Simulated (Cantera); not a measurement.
Input (Python, Cantera) and output of one run.

```python
import numpy as np
import cantera as ct

gas_names = """
    AL ALCL ALCL2 ALCL3 ALH ALN AL2 AL2CL6 CL CL2 H HCL H2 N NH NH2 NH3 N2 N2H2 N2H4
""".split()
cond_names = """
    AL(cr) AL(L) ALCL3(s) ALCL3(L) ALN(s) NH4CL(a) NH4CL(b)
""".split()


# ... load() reads the species with a 1 bar reference pressure and builds the phases ...
atoms = {
    'AlN': {'AL': 1, 'N': 1},
    'HCl': {'H': 1, 'CL': 1},
    'N2': {'N': 2},
}
top_T = {'ALN(s)': 2750}  # K; cautious upper limits of use, not melting points


# ... equilibrate(T, P, feed) seeds the gas with the atoms and calls Mixture.equilibrate('TP', solver="vcs", rtol=1e-11, max_steps=5000) ...
results = []
feed = {'AlN': 1, 'HCl': 11, 'N2': 18}  # mol
P = 2200  # Pa
for T in [773, 848, 923, 998, 1073, 1148, 1223, 1298, 1373, 1448, 1523, 1598, 1673, 1748]:
    mix = equilibrate(T, P, feed)
    results.append((T, P, feed, dict(zip(mix.species_names, mix.species_moles))))

top = {s: max(r[3][s] / sum(r[3][g] for g in gas_names) for r in results) for s in gas_names}
cols = sorted((s for s in top if top[s] > 1e-05), key=lambda s: -top[s])[:5]
seen = [c for c in cond_names if any(r[3].get(c, 0) > 1e-12 for r in results)]
print("log10 of partial pressures in bar; condensed amounts in mol")
print(f"{'T/K':>10s}" + "".join(f"{s[:9]:>10s}" for s in cols + seen))
for T, P, feed, n in results:
    ng = sum(n[g] for g in gas_names)
    print(f"{T:10.4g}" + "".join(f"{np.log10(max(n[s] / ng * P / 1e5, 1e-99)):10.3f}" for s in cols)
          + "".join(f"{n.get(c, 0):10.4g}" for c in seen))
```

It prints:

```
log10 of partial pressures in bar; condensed amounts in mol
       T/K        N2       HCL        H2     ALCL3     ALCL2
       773    -1.853    -2.217    -2.944    -3.124   -11.791
       848    -1.853    -2.217    -2.944    -3.121   -10.545
       923    -1.853    -2.217    -2.944    -3.120    -9.507
       998    -1.853    -2.217    -2.944    -3.120    -8.628
      1073    -1.853    -2.217    -2.944    -3.120    -7.874
      1148    -1.853    -2.217    -2.944    -3.120    -7.220
      1223    -1.853    -2.217    -2.944    -3.120    -6.649
      1298    -1.853    -2.217    -2.944    -3.120    -6.145
      1373    -1.853    -2.217    -2.944    -3.121    -5.698
      1448    -1.853    -2.217    -2.945    -3.123    -5.299
      1523    -1.853    -2.216    -2.946    -3.127    -4.944
      1598    -1.853    -2.216    -2.949    -3.136    -4.630
      1673    -1.854    -2.214    -2.955    -3.154    -4.357
      1748    -1.855    -2.211    -2.967    -3.186    -4.128
```

These are equilibrium values from Cantera (NASA tables, ideal gas, pure condensed phases), not measurements of a reactor. The tables' values for AlCl2 are old estimates; treat these amounts as uncertain.
